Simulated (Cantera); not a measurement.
SiH₄ + H₂O (silicon oxide and oxynitride deposition)

A closed system holds: 1 mol SiH₄, 9.8 mol H₂O, at 0.880 bar.

Equilibrium computed with Cantera from the NASA thermochemical tables; the gas is ideal and each condensed phase is pure. Candidate condensed phases: H₂O, Si, SiO₂; 18 gas species. The tables hold silica as quartz up to 1696 K and as liquid above; real silica turns to tridymite and cristobalite and melts near 1996 K. Gases not in the tables: Si(OH)₄. The numbers say what is thermodynamically allowed, not how fast it happens.

| T (K) | x H₂O | x H₂ | x H | x OH | x SiO | n SiO₂(α-quartz) | n SiO₂(β-quartz) |
|---|---|---|---|---|---|---|---|
| 750 | 0.661 | 0.339 | <1e-12 | <1e-12 | <1e-12 | 1.00 | 0 |
| 850 | 0.661 | 0.339 | 1.27e-11 | <1e-12 | <1e-12 | 0 | 1.00 |
| 950 | 0.661 | 0.339 | 3.45e-10 | <1e-12 | <1e-12 | 0 | 1.00 |
| 1050 | 0.661 | 0.339 | 5.03e-9 | 3.14e-11 | <1e-12 | 0 | 1.00 |
| 1150 | 0.661 | 0.339 | 4.63e-8 | 5.46e-10 | <1e-12 | 0 | 1.00 |
| 1250 | 0.661 | 0.339 | 3.00e-7 | 6.03e-9 | <1e-12 | 0 | 1.00 |
| 1350 | 0.661 | 0.339 | 1.48e-6 | 4.68e-8 | 7.93e-12 | 0 | 1.00 |
| 1450 | 0.661 | 0.339 | 5.87e-6 | 2.74e-7 | 2.23e-10 | 0 | 1.00 |
| 1550 | 0.661 | 0.339 | 1.95e-5 | 1.28e-6 | 4.04e-9 | 0 | 1.00 |
x: gas mole fraction; n: condensed amount in mol.

At 750 K the condensed part is SiO₂(α-quartz). From 850 K to 1550 K the condensed part is SiO₂(β-quartz).
